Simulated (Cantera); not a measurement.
A closed system holds: 1 mol CCl4, 0.087 mol H2, equilibrated at 17.0 Pa.

Cantera equilibrium calculation (NASA polynomials, part measured and part estimated; ideal gas, pure solids and liquids). Candidate condensed phases: C, C6H6, C7H8, C8H18; 91 gas species. The tables' values for CCl are old estimates; treat these amounts as uncertain. Rates play no part.

x: gas mole fraction; n: condensed amount in mol.

```json
[
 {"T (K)": "1673", "x Cl": "0.951", "x HCl": "0.0437", "x H": "2.74e-6", "x C3": "1.03e-11", "x C": "3.90e-11", "n C(graphite)": "1.000"},
 {"T (K)": "1773", "x Cl": "0.954", "x HCl": "0.0436", "x H": "1.67e-5", "x C3": "2.91e-10", "x C": "7.17e-10", "n C(graphite)": "1.000"},
 {"T (K)": "1873", "x Cl": "0.956", "x HCl": "0.0434", "x H": "8.44e-5", "x C3": "5.74e-9", "x C": "9.63e-9", "n C(graphite)": "1.000"},
 {"T (K)": "1973", "x Cl": "0.956", "x HCl": "0.0431", "x H": "0.000361", "x C3": "8.30e-8", "x C": "9.93e-8", "n C(graphite)": "1.000"},
 {"T (K)": "2073", "x Cl": "0.956", "x HCl": "0.0420", "x H": "0.00132", "x C3": "9.23e-7", "x C": "8.16e-7", "n C(graphite)": "1.000"},
 {"T (K)": "2173", "x Cl": "0.957", "x HCl": "0.0390", "x H": "…", "x C3": "…", "x C": "…", "n C(graphite)": "1.000"},
 {"T (K)": "2273", "x Cl": "0.957", "x HCl": "0.0324", "x H": "0.0101", "x C3": "5.94e-5", "x C": "3.16e-5", "n C(graphite)": "0.999"},
 {"T (K)": "2373", "x Cl": "0.957", "x HCl": "0.0226", "x H": "0.0194", "x C3": "0.000363", "x C": "0.000155", "n C(graphite)": "0.995"},
 {"T (K)": "2473", "x Cl": "0.955", "x HCl": "…", "x H": "…", "x C3": "…", "x C": "…", "n C(graphite)": "0.972"},
 {"T (K)": "2573", "x Cl": "0.946", "x HCl": "0.00668", "x H": "0.0344", "x C3": "0.00881", "x C": "0.00259", "n C(graphite)": "0.870"},
 {"T (K)": "2673", "x Cl": "0.912", "x HCl": "0.00309", "x H": "0.0364", "x C3": "0.0360", "x C": "0.00904", "n C(graphite)": "0.451"}
]
```

What belongs in the gaps?


- 2173, x H: 0.00408
- 2173, x C3: 8.17e-6
- 2173, x C: 5.52e-6
- 2473, x HCl: 0.0131
- 2473, x H: 0.0284
- 2473, x C3: 0.00191
- 2473, x C: 0.000673
